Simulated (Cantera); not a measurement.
A freely propagating, adiabatic, planar premixed flame of H2 : O2 : N2 = 1 : 0.455 : 1.71 (molar parts), unburnt at 700 K and 120 Torr; mixture-averaged transport, grid criteria slope 0.08 and curve 0.16, no radiation.

Detailed kinetics in Cantera: the H2/O2 subset of GRI-Mech 3.0, which has no nitrogen chemistry. Burning velocities carry a grid error of a few per cent, more on coarse grids.

**Question.** What does this change do: N2 1.71 to 2.2 parts?

**Answer.** 
```tsv
quantity	before	after
laminar burning velocity	879 cm/s	747 cm/s
thermal thickness	5.64 mm	6.40 mm
peak x(H2O2)	9.52e-7	7.66e-7
peak x(OH)	0.0203	0.0143
peak x(O)	0.0163	0.0126
```

**Question.** What does this change do: inlet temperature 700 to 600 K?

**Answer.** 
```
quantity                    before     after
------------------------  --------  --------
laminar burning velocity  879 cm/s  640 cm/s
thermal thickness          5.64 mm   5.12 mm
peak x(H2O2)               9.52e-7   1.04e-6
peak x(OH)                  0.0203    0.0186
peak x(O)                   0.0163    0.0148
```
